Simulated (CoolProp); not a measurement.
Saturation properties of R143a (Tc = 345.9 K, pc = 3.762 MPa, ω = 0.261).

Model: reference Helmholtz-energy equation of state, Lemmon and Jacobsen 2000, in CoolProp.

```tsv
T (K)	p (MPa)	liquid density (kg/m³)	vapour density (kg/m³)	enthalpy of vaporisation (kJ/kg)	liquid cp (kJ/(kg K))	liquid viscosity (µPa s)
180.6	0.006225	1284	0.3514	255.5	1.229	365
186.9	0.01009	1268	0.5522	251.7	1.239	335
193.2	0.01578	1252	0.8380	247.8	1.251	309
199.5	0.02386	1236	1.233	243.9	1.263	287
205.8	0.03504	1220	1.765	240.0	1.276	267
212.1	0.05011	1203	2.466	235.9	1.290	250
218.4	0.06998	1187	3.370	231.8	1.305	234
224.6	0.09519	1170	4.497	227.5	1.321	221
230.9	0.1276	1153	5.926	223.1	1.338	208
237.2	0.1681	1135	7.689	218.5	1.357	196
```

It boils at 225.9 K under 1 atm.

Viscosity comes from a separate model (Klein 1997), an estimate that may be off by 10 % or more.
